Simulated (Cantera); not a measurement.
An adiabatic, constant-pressure homogeneous reactor starts with 7.70 % CH₃OH, 19.0 % O₂, 71.3 % N₂, 2.08 % H₂O, at 1475 K and 4.93 atm.

Model: GRI-Mech 3.0 (53 species, 325 reactions), integrated in Cantera. GRI-Mech 3.0 was tuned for natural gas; its chemistry of methanol as a main component is partial and can be far from experiment.

Task: Predict: time of steepest temperature rise; temperature at 3.00 s; equilibrium temperature; x(O₂) at 3.00 s; x(H₂O) at 3.00 s; x(NO) at 3.00 s.

Result: time of steepest temperature rise: 77.3 µs
temperature at 3.00 s: 2563 K
equilibrium temperature: 2563 K
x(O₂) at 3.00 s: 0.0645 (gas-phase equilibrium 0.0645)
x(H₂O) at 3.00 s: 0.159 (gas-phase equilibrium 0.159)
x(NO) at 3.00 s: 0.0132 (gas-phase equilibrium 0.0132)
